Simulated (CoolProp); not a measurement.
Dimethyl ether along the isotherm 384 K: fugacity coefficient from the reference equation and from simpler models built on Tc = 400.4 K, pc = 5.337 MPa, ω = 0.196; each cubic takes its own stable root.

Model: reference Helmholtz-energy equation of state, Wu 2011, in CoolProp.

| p (MPa) | phase | reference | van der Waals | Peng-Robinson |
|---|---|---|---|---|
| 0.0253 | gas | 0.9981 | 0.9984 | 0.9980 |
| 0.0576 | gas | 0.9956 | 0.9965 | 0.9954 |
| 0.131 | gas | 0.9900 | 0.9919 | 0.9895 |
| 0.298 | gas | 0.9773 | 0.9817 | 0.9761 |
| 0.679 | gas | ? | 0.9583 | ? |
| 1.55 | gas | ? | 0.9051 | ? |
| 3.52 | gas | 0.7375 | ? | ? |
| 8 | liquid | 0.3938 | 0.4731 | ? |

Q: Fill in the missing entries.

A: 
- 0.679, reference: 0.9485
- 0.679, Peng-Robinson: 0.9460
- 1.55, reference: 0.8837
- 1.55, Peng-Robinson: 0.8786
- 3.52, van der Waals: 0.7831
- 3.52, Peng-Robinson: 0.7303
- 8, Peng-Robinson: 0.3945
